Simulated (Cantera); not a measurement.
An isothermal, constant-pressure homogeneous reactor starts with CH4 : CO2 = 1 : 0.48 (molar parts), at 1398 K and 75.0 Torr.

Model: GRI-Mech 3.0 (53 species, 325 reactions), integrated in Cantera. GRI-Mech 3.0 stops at C3 and has no aromatics, soot or wall deposition, so with more carbon than oxygen in the feed, carbon stays in small species such as C2H2 where larger ones or solid carbon would form.

Q: Predict: x(CH4) at 70.0 s; x(CO2) at 70.0 s; x(CH2O) at 70.0 s; x(C2H2) at 70.0 s; x(H2O) at 70.0 s.

A: 
```
Item                                                Result
-----------------  ---------------------------------------
x(CH4) at 70.0 s      0.101 (gas-phase equilibrium 0.0309)
x(CO2) at 70.0 s    0.0408 (gas-phase equilibrium 8.48e-8)
x(CH2O) at 70.0 s  9.15e-8 (gas-phase equilibrium 8.48e-9)
x(C2H2) at 70.0 s     0.154 (gas-phase equilibrium 0.0720)
x(H2O) at 70.0 s     0.150 (gas-phase equilibrium 3.05e-7)
```
